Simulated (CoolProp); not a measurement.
A Linde-Hampson liquefier for normal hydrogen: isothermal reversible compression at 250 K from 1 atm to 40 MPa, throttling to 1 atm, return gas leaving the recuperator 0 K below the feed. Each further row changes one setting.

Computed with CoolProp (reference Helmholtz-energy equation of state, Leachman 2009).

```
case                        compression work (kJ/kg of gas)
--------------------------  -------------------------------
as stated                                              6450
high pressure 80 MPa                                   7480
warm-end temperature 280 K                             7200
warm-end gap 5 K                                       6450
```
